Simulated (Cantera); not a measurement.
Input (Python, Cantera) and output of one run.

```python
import numpy as np
import cantera as ct

gas_names = """
    C CH CH2 CH3 CH2OH CH3O CH4 CH3OH CO CO2 COOH C2 C2H CHCO,ketyl C2H2,acetylene C2H2,vinylidene
    CH2CO,ketene C2H3,vinyl CH3CO,acetyl C2H4 C2H4O,ethylen CH3CHO,ethanal CH3COOH (HCOOH)2 C2H5 C2H6
    CH3OCH3 C2H5OH C2O C3 C3H3,propargyl C3H4,allene C3H4,propyne C3H4,cyclo- C3H5,allyl C3H6,propylene
    C3H6,cyclo- C3H6O C3H7,n-propyl C3H7,i-propyl C3H8 C3H8O,1propanol C3H8O,2propanol C3O2 C4 C4H2
    C4H4,1,3-cyclo- C4H6,butadiene C4H6,2-butyne C4H6,cyclo- C4H8,1-butene C4H8,cis2-buten
    C4H8,tr2-butene C4H8,isobutene C4H8,cyclo- (CH3COOH)2 C4H9,n-butyl C4H9,i-butyl C4H9,s-butyl
    C4H9,t-butyl C4H10,isobutane C4H10,n-butane C5 C5H6,1,3cyclo- C5H8,cyclo- C5H10,1-pentene
    C5H10,cyclo- C5H11,pentyl C5H11,t-pentyl C5H12,n-pentane C5H12,i-pentane CH3C(CH3)2CH3 C6H2
    C6H5,phenyl C6H5O,phenoxy C6H6 C6H5OH,phenol C6H10,cyclo- C6H12,1-hexene C6H12,cyclo- C6H13,n-hexyl
    C7H7,benzyl C7H8 C7H8O,cresol C7H14,1-heptene C7H15,n-heptyl C7H16,n-heptane C8H8,styrene
    C8H10,ethylbenz C8H16,1-octene C8H17,n-octyl C8H18,isooctane C8H18,n-octane C9H19,n-nonyl
    C10H8,naphthale C10H21,n-decyl C12H9,o-bipheny C12H10,bipheny H HCO HO2 H2 HCHO,formaldehy HCOOH H2O
    H2O2 O OH O2 O3 Ta TaO TaO2
""".split()
cond_names = """
    C(gr) C6H6(L) C7H8(L) C8H18(L),n-octa H2O(s) H2O(L) Ta(cr) Ta(L) TaC(s) TaC(L) Ta2O5(s) Ta2O5(L)
""".split()


def load(file, names, dense=False):
    # The tables refer to 1 bar. Condensed volumes are neglected.
    table = {s.name: s for s in ct.Species.list_from_file(file)}
    out = []
    for n in names:
        d = dict(table[n].input_data)
        d["thermo"] = dict(d["thermo"], **{"reference-pressure": 1e5})
        if dense:
            d["equation-of-state"] = {"model": "constant-volume", "density": "1e6 g/cm^3"}
        out.append(ct.Species.from_dict(d))
    return out


gas = ct.Solution(thermo="ideal-gas", species=load("nasa_gas.yaml", gas_names))
cond = {s.name: ct.Solution(thermo="fixed-stoichiometry", species=[s], name=s.name)
        for s in load("nasa_condensed.yaml", cond_names, dense=True)}
atoms = {
    'Ta(OEt)5': {'Ta': 1, 'C': 10, 'H': 25, 'O': 5},
    'CH4': {'C': 1, 'H': 4},
    'H2': {'H': 2},
}
top_T = {'C(gr)': 4500}  # K; cautious upper limits of use, not melting points


def equilibrate(T, P, feed):
    n = {}
    for name, mol in feed.items():
        for a, k in atoms[name].items():
            n[a] = n.get(a, 0.0) + k * mol
    gas.TPX = T, P, n
    mass = sum(n.values()) * gas.mean_molecular_weight
    gas.equilibrate("TP")
    valid = [c for c in cond.values() if c.min_temp <= T <= top_T.get(c.name, c.max_temp)]
    mix = ct.Mixture([(gas, mass / gas.mean_molecular_weight)] + [(c, 0.0) for c in valid])
    mix.T, mix.P = T, P
    mix.equilibrate("TP", solver="vcs", rtol=1e-11, max_steps=5000)
    return mix


results = []
feed = {'Ta(OEt)5': 1, 'CH4': 1.5, 'H2': 160}  # mol
for P in [0.1, 0.5, 2.5, 13, 63, 320, 1600, 7900, 40000, 200000, 1000000]:
    for T in [975, 1000, 1025, 1050, 1075, 1100, 1125, 1150, 1175, 1200, 1225, 1250]:
        mix = equilibrate(T, P, feed)
        results.append((T, P, feed, dict(zip(mix.species_names, mix.species_moles))))

for T, P, feed, n in results:
    print(f"{T:7g} {P:10.4g}  " + (" + ".join(c for c in cond_names if n.get(c, 0) > 1e-12) or "gas only"))
```

Result:

```
    975        0.1  C(gr) + TaC(s)
   1000        0.1  C(gr) + TaC(s)
   1025        0.1  C(gr) + TaC(s)
   1050        0.1  C(gr) + TaC(s)
   1075        0.1  C(gr) + TaC(s)
   1100        0.1  C(gr) + TaC(s)
   1125        0.1  C(gr) + TaC(s)
   1150        0.1  C(gr) + TaC(s)
   1175        0.1  C(gr) + TaC(s)
   1200        0.1  C(gr) + TaC(s)
   1225        0.1  C(gr) + TaC(s)
   1250        0.1  C(gr) + TaC(s)
    975        0.5  C(gr) + TaC(s)
   1000        0.5  C(gr) + TaC(s)
   1025        0.5  C(gr) + TaC(s)
   1050        0.5  C(gr) + TaC(s)
   1075        0.5  C(gr) + TaC(s)
   1100        0.5  C(gr) + TaC(s)
   1125        0.5  C(gr) + TaC(s)
   1150        0.5  C(gr) + TaC(s)
   1175        0.5  C(gr) + TaC(s)
   1200        0.5  C(gr) + TaC(s)
   1225        0.5  C(gr) + TaC(s)
   1250        0.5  C(gr) + TaC(s)
    975        2.5  C(gr) + TaC(s)
   1000        2.5  C(gr) + TaC(s)
   1025        2.5  C(gr) + TaC(s)
   1050        2.5  C(gr) + TaC(s)
   1075        2.5  C(gr) + TaC(s)
   1100        2.5  C(gr) + TaC(s)
   1125        2.5  C(gr) + TaC(s)
   1150        2.5  C(gr) + TaC(s)
   1175        2.5  C(gr) + TaC(s)
   1200        2.5  C(gr) + TaC(s)
   1225        2.5  C(gr) + TaC(s)
   1250        2.5  C(gr) + TaC(s)
    975         13  C(gr) + TaC(s)
   1000         13  C(gr) + TaC(s)
   1025         13  C(gr) + TaC(s)
   1050         13  C(gr) + TaC(s)
   1075         13  C(gr) + TaC(s)
   1100         13  C(gr) + TaC(s)
   1125         13  C(gr) + TaC(s)
   1150         13  C(gr) + TaC(s)
   1175         13  C(gr) + TaC(s)
   1200         13  C(gr) + TaC(s)
   1225         13  C(gr) + TaC(s)
   1250         13  C(gr) + TaC(s)
    975         63  C(gr) + TaC(s)
   1000         63  C(gr) + TaC(s)
   1025         63  C(gr) + TaC(s)
   1050         63  C(gr) + TaC(s)
   1075         63  C(gr) + TaC(s)
   1100         63  C(gr) + TaC(s)
   1125         63  C(gr) + TaC(s)
   1150         63  C(gr) + TaC(s)
   1175         63  C(gr) + TaC(s)
   1200         63  C(gr) + TaC(s)
   1225         63  C(gr) + TaC(s)
   1250         63  C(gr) + TaC(s)
    975        320  C(gr) + TaC(s)
   1000        320  C(gr) + TaC(s)
   1025        320  C(gr) + TaC(s)
   1050        320  C(gr) + TaC(s)
   1075        320  C(gr) + TaC(s)
   1100        320  C(gr) + TaC(s)
   1125        320  C(gr) + TaC(s)
   1150        320  C(gr) + TaC(s)
   1175        320  C(gr) + TaC(s)
   1200        320  C(gr) + TaC(s)
   1225        320  C(gr) + TaC(s)
   1250        320  C(gr) + TaC(s)
    975       1600  C(gr) + Ta2O5(s)
   1000       1600  C(gr) + TaC(s) + Ta2O5(s)
   1025       1600  C(gr) + TaC(s)
   1050       1600  C(gr) + TaC(s)
   1075       1600  C(gr) + TaC(s)
   1100       1600  C(gr) + TaC(s)
   1125       1600  C(gr) + TaC(s)
   1150       1600  C(gr) + TaC(s)
   1175       1600  C(gr) + TaC(s)
   1200       1600  C(gr) + TaC(s)
   1225       1600  C(gr) + TaC(s)
   1250       1600  C(gr) + TaC(s)
    975       7900  C(gr) + Ta2O5(s)
   1000       7900  C(gr) + Ta2O5(s)
   1025       7900  C(gr) + Ta2O5(s)
   1050       7900  C(gr) + TaC(s) + Ta2O5(s)
   1075       7900  C(gr) + TaC(s)
   1100       7900  C(gr) + TaC(s)
   1125       7900  C(gr) + TaC(s)
   1150       7900  C(gr) + TaC(s)
   1175       7900  C(gr) + TaC(s)
   1200       7900  C(gr) + TaC(s)
   1225       7900  C(gr) + TaC(s)
   1250       7900  C(gr) + TaC(s)
    975      4e+04  C(gr) + Ta2O5(s)
   1000      4e+04  C(gr) + Ta2O5(s)
   1025      4e+04  C(gr) + Ta2O5(s)
   1050      4e+04  C(gr) + Ta2O5(s)
   1075      4e+04  C(gr) + Ta2O5(s)
   1100      4e+04  C(gr) + TaC(s) + Ta2O5(s)
   1125      4e+04  C(gr) + TaC(s) + Ta2O5(s)
   1150      4e+04  C(gr) + TaC(s)
   1175      4e+04  C(gr) + TaC(s)
   1200      4e+04  C(gr) + TaC(s)
   1225      4e+04  C(gr) + TaC(s)
   1250      4e+04  C(gr) + TaC(s)
    975      2e+05  Ta2O5(s)
   1000      2e+05  Ta2O5(s)
   1025      2e+05  Ta2O5(s)
   1050      2e+05  Ta2O5(s)
   1075      2e+05  Ta2O5(s)
   1100      2e+05  Ta2O5(s)
   1125      2e+05  C(gr) + Ta2O5(s)
   1150      2e+05  C(gr) + Ta2O5(s)
   1175      2e+05  C(gr) + TaC(s) + Ta2O5(s)
   1200      2e+05  C(gr) + TaC(s) + Ta2O5(s)
   1225      2e+05  C(gr) + TaC(s)
   1250      2e+05  C(gr) + TaC(s)
    975      1e+06  Ta2O5(s)
   1000      1e+06  Ta2O5(s)
   1025      1e+06  Ta2O5(s)
   1050      1e+06  Ta2O5(s)
   1075      1e+06  Ta2O5(s)
   1100      1e+06  Ta2O5(s)
   1125      1e+06  Ta2O5(s)
   1150      1e+06  Ta2O5(s)
   1175      1e+06  Ta2O5(s)
   1200      1e+06  Ta2O5(s)
   1225      1e+06  Ta2O5(s)
   1250      1e+06  Ta2O5(s)
```

These are equilibrium values from Cantera (NASA tables, ideal gas, pure condensed phases), not measurements of a reactor. The feed counts by its element totals alone. Mutual solubility and eutectic melting of coexisting phases are not modelled. TaC: taken at fixed stoichiometry. Condensed phases not in the tables: Ta2C.
